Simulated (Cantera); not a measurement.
Silicon nitride deposition: trisilylamine + NH3 + H2

Charge: 1 mol trisilylamine, 11 mol NH3, 45 mol H2.

These are equilibrium values from Cantera (NASA tables, ideal gas, pure condensed phases), not measurements of a reactor. Candidate condensed phases: Si, Si3N4; 18 gas species. The feed counts by its element totals alone. Mutual solubility and eutectic melting of coexisting phases are not modelled. Kinetics and transport are ignored.

Stable condensed phases:

```
T in K \ P in Pa
              5     21     85    350   1400   5900  24000 100000
   1673       A      A      A      A      B      C      C      C
   1573       A      A      A      C      C      C      C      C
   1473       A      A      C      C      C      C      C      C
   1373       B      C      C      C      C      C      C      C
   1273       C      C      C      C      C      C      C      C
   1173       C      C      C      C      C      C      C      C
   1073       C      C      C      C      C      C      C      C
    973       C      C      C      C      C      C      C      C
    873       C      C      C      C      C      C      C      C
    773       C      C      C      C      C      C      C      C
```

A: Si; B: Si + Si3N4; C: Si3N4.
